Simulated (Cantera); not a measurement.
An adiabatic, constant-pressure homogeneous reactor starts with 1.16 % C₃H₈, 17.7 % O₂, 81.1 % N₂, at 1300 K and 4.44 atm.

Detailed kinetics in Cantera: GRI-Mech 3.0 (53 species, 325 reactions). GRI-Mech 3.0 was tuned for natural gas; its chemistry of propane as a main component is partial and can be far from experiment.

Problem. Predict: time of steepest temperature rise; temperature at 7.00 s; equilibrium temperature; x(O₂) at 7.00 s; x(H₂O₂) at 7.00 s; x(H₂O) at 7.00 s; x(CO) at 7.00 s.

Solution. 
- time of steepest temperature rise = 0.449 ms
- temperature at 7.00 s = 1929 K
- equilibrium temperature = 1928 K
- x(O₂) at 7.00 s = 0.115 (gas-phase equilibrium 0.115)
- x(H₂O₂) at 7.00 s = 4.79e-8 (gas-phase equilibrium 4.77e-8)
- x(H₂O) at 7.00 s = 0.0457 (gas-phase equilibrium 0.0457)
- x(CO) at 7.00 s = 3.45e-5 (gas-phase equilibrium 3.42e-5)
